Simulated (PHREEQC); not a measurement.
Consider water at 20 °C with 2.6 mol LiCl, 0.038 mol Na2SO4 and 0.16 mol KBr per kg of water. Closed to the air; pH follows from the charge balance.

Equilibrium calculation in PHREEQC: Pitzer model, pitzer.dat.

Each row changes one thing in this solution. This is a speciation only: nothing precipitates in the calculation.

| case | HSO4- (mol/kgw) | SI of Arcanite (K2SO4) | SI of Mirabilite (Na2SO4:10H2O) |
|---|---|---|---|
| as made | 6.69e-8 | -2.74 | -4.23 |
| LiCl left out | 5.82e-8 | -2.11 | [?] |
| LiCl from 2.6 to 5.2 mol/kgw | 1.01e-7 | -2.65 | [?] |
| LiCl replaced by MgCl2 at the same molality | 1.31e-7 | -3.38 | -4.91 |
| diluted 2-fold with water | 3.32e-8 | -3.48 | -4.74 |

Task: What belongs in the gaps?

Result: 
- LiCl left out, SI of Mirabilite (Na2SO4:10H2O): -3.24
- LiCl from 2.6 to 5.2 mol/kgw, SI of Mirabilite (Na2SO4:10H2O): -4.84
